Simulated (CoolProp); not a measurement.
The fluid at 419.81 K and 5.13 MPa is throttled through a valve to 1.49 MPa with no heat exchange. The same conditions are run with several fluids, on thermodynamics alone (safety and materials aside).

The numbers come from the reference Helmholtz-energy equation of state of each fluid (carbon monoxide: Lemmon 2006; R227EA: Lemmon 2016; R507A: Lemmon 2003; R404A: Lemmon 2003; R152A: Outcalt 1996) in CoolProp. Blends and air are pseudo-pure fits.

```tsv
fluid	temperature change (K)	final density (kg/m³)
carbon monoxide	-3.4	?
R227EA	-36.0	97.0
R507A	?	?
R404A	?	49.0
R152A	?	?
```

Task: Some entries are withheld; supply them.

Result: 
- carbon monoxide, final density (kg/m³): 12.0
- R507A, temperature change (K): -25.3
- R507A, final density (kg/m³): 49.5
- R404A, temperature change (K): -25.8
- R152A, temperature change (K): -44.2
- R152A, final density (kg/m³): 37.0
